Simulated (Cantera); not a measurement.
An isothermal plug-flow reactor at 848 K and 1.00 atm (inlet), inlet velocity 0.69 m/s, active area per volume 110 1/m; feed 1.13 % CO, 1.60 % O₂, 97.3 % N₂, equivalence ratio 0.35.

Model: Deutschmann's 1995 Pt surface mechanism with GRI-Mech 3.0 gas chemistry, integrated in Cantera. Catalytic surfaces can have several steady states; this one follows from the mechanism file's or the stated starting coverage. Mass transfer to the wall is taken as infinitely fast.

x: gas mole fraction; θ: surface coverage.

```
z (m)      x CO    x O₂   x H₂O    x CO₂  θ free Pt     θ O*     θ CO*
-------  ------  ------  ------  -------  ---------  -------  --------
0.00041     [?]  0.0153  <1e-12  0.00135      0.281  0.00466     0.715
0.00068     [?]  0.0149  <1e-12  0.00230      0.293  0.00502     0.702
0.0011      [?]  0.0141  <1e-12  0.00390      0.319  0.00585     0.675
0.0019      [?]  0.0121  <1e-12  0.00788      0.440   0.0118     0.548
0.0031      [?]  0.0105  <1e-12   0.0112      0.146    0.854  0.000194
0.0052      [?]  0.0104  <1e-12   0.0114      0.135    0.865   2.01e-5
0.0087      [?]  0.0104  <1e-12   0.0114      0.134    0.866   7.32e-7
0.015       [?]  0.0104  <1e-12   0.0114      0.134    0.866   2.01e-9
0.024    <1e-12  0.0104  <1e-12   0.0114      0.134    0.866    <1e-12
0.041    <1e-12  0.0104  <1e-12   0.0114      0.134    0.866    <1e-12
```

Fill in the missing entries.


- 0.00041, x CO: 0.00999
- 0.00068, x CO: 0.00904
- 0.0011, x CO: 0.00745
- 0.0019, x CO: 0.00350
- 0.0031, x CO: 0.000154
- 0.0052, x CO: 1.88e-5
- 0.0087, x CO: 6.97e-7
- 0.015, x CO: 1.91e-9
